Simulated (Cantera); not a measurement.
Charge: 1 mol SiH2Cl2, 0.53 mol O3, 2.9 mol N2, equilibrated at 1898 K and 0.500 bar.

Cantera equilibrium calculation (NASA polynomials, part measured and part estimated; ideal gas, pure solids and liquids). Candidate condensed phases: H2O, NH4Cl, Si, SiO2, Si2N2O, Si3N4; 47 gas species. The tables' values for SiCl3 are old estimates; treat these amounts as uncertain. The tables hold silica as quartz up to 1696 K and as liquid above; real silica turns to tridymite and cristobalite and melts near 1996 K. Equilibrium is a limit: real reactors are often held back by kinetics, nucleation or transport.

Base state: N2 0.588, HCl 0.319, H2 0.0430, SiCl2 0.0222, SiO 0.0142, SiCl3 0.00810, SiCl4 0.00401, Cl 0.00128 (mole fractions); condensed: SiO2(condensed).

### Question
What changes in the equilibrium state with this change: N2 from 2.9 to 1.1 mol?

### Answer
```tsv
species	before	after
HCl	0.319	0.494
N2	0.588	0.355
H2	0.0430	0.0751
SiCl3	0.00810	0.0149
SiCl2	0.0222	0.0347
SiO	0.0142	0.0152
SiHCl3	0.000170	0.000413
SiCl4	0.00401	0.00862
H2O	8.08e-5	0.000132
H	0.000229	0.000303
Cl	0.00128	0.00150
SiO2(condensed), mol	0.760	0.771
```

### Question
What changes in the equilibrium state with this change: SiH2Cl2 replaced by SiCl4?

### Answer
```json
[
 {"species": "N2", "before": "0.588", "after": "0.533"},
 {"species": "Cl", "before": "0.00128", "after": "0.273"},
 {"species": "Cl2", "before": "3.44e-6", "after": "0.156"},
 {"species": "HCl", "before": "0.319", "after": "0"},
 {"species": "H2", "before": "0.0430", "after": "0"},
 {"species": "SiO", "before": "0.0142", "after": "9.59e-7"},
 {"species": "SiCl2", "before": "0.0222", "after": "4.57e-6"},
 {"species": "SiCl4", "before": "0.00401", "after": "0.0374"},
 {"species": "H", "before": "0.000229", "after": "0"},
 {"species": "SiHCl3", "before": "0.000170", "after": "0"},
 {"species": "H2O", "before": "8.08e-5", "after": "0"},
 {"species": "O2", "before": "<1e-9", "after": "2.55e-5"},
 {"species": "ClO", "before": "<1e-9", "after": "1.60e-5"},
 {"species": "SiO2(condensed), mol", "before": "0.760", "after": "0.795"}
]
```

### Question
What changes in the equilibrium state with this change: N2 from 2.9 to 140 mol?

### Answer
```csv
species,before,after
N2,0.588,0.983
HCl,0.319,0.0132
SiO,0.0142,0.00258
H2,0.0430,0.000419
SiCl2,0.0222,0.000128
SiHCl3,0.000170,4.05e-8
SiCl4,0.00401,4.05e-6
SiCl3,0.00810,1.95e-5
H2O,8.08e-5,4.34e-6
"SiO2(condensed), mol",0.760,0.611
```
